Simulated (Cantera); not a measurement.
An adiabatic, constant-volume homogeneous reactor starts with C₃H₈ : O₂ : N₂ = 1 : 12.5 : 47 (molar parts), at 1525 K and 4.74 atm. Integrator tolerance rtol = 1e-08.

Detailed kinetics in Cantera: GRI-Mech 3.0 (53 species, 325 reactions). GRI-Mech 3.0 was tuned for natural gas; its chemistry of propane as a main component is partial and can be far from experiment.

Task: What does this change do: initial temperature 1525 to 1750 K?

Result: 
```
quantity                                                            before                                    after
---------------------------------  ---------------------------------------  ---------------------------------------
time of steepest temperature rise                                  21.4 µs                                  4.35 µs
temperature at 0.300 s                                              2521 K                                   2667 K
equilibrium temperature                                             2521 K                                   2667 K
x(C₃H₈) at 0.300 s                   <1e-12 (gas-phase equilibrium <1e-12)    <1e-12 (gas-phase equilibrium <1e-12)
x(O₂) at 0.300 s                       0.112 (gas-phase equilibrium 0.112)      0.109 (gas-phase equilibrium 0.109)
x(C₂H) at 0.300 s                    <1e-12 (gas-phase equilibrium <1e-12)    <1e-12 (gas-phase equilibrium <1e-12)
x(NO) at 0.300 s                     0.0171 (gas-phase equilibrium 0.0171)    0.0213 (gas-phase equilibrium 0.0213)
x(N₂O) at 0.300 s                  2.64e-6 (gas-phase equilibrium 2.64e-6)  3.16e-6 (gas-phase equilibrium 3.16e-6)
```
